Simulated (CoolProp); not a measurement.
Vapour-liquid equilibrium of R13 (1) + R113 (2) at -3.85 °C; x and y are mole fractions of (1).

The numbers come from the multi-fluid Helmholtz-energy mixture model, Platzer 1990 and Marx 1992; pair parameters Bell 2016 in CoolProp. This equation is an older, rougher fit; its heat capacities, sound speeds and derivatives of the liquid may be far off and weren't checked against measurements.

```
x     bubble pressure, mixture model (kPa)  bubble pressure, Raoult's law (kPa)  y, mixture model  y, Raoult's law
----  ------------------------------------  -----------------------------------  ----------------  ---------------
0.05                                 125.5                                101.1             0.900            0.883
0.2                                  432.2                                367.0             0.971            0.973
0.35                                 699.2                                632.9             0.983            0.987
0.5                                  937.7                                898.8             0.988            0.993
0.65                                  1161                                 1165             0.991            0.996
0.8                                   1388                                 1431             0.994            0.998
0.95                                  1664                                 1696             0.998            1.000
```

The largest gap from Raoult's law is +24.1 % in bubble pressure, at x = 0.05. No azeotrope shows between x = 0.05 and 0.95.

Pair parameters are fitted to limited data, so mixtures are less certain than the pure fluids. The gap from Raoult's law changes sign with composition, which may be real or a fault of the pair parameters; it wasn't checked against measurements.
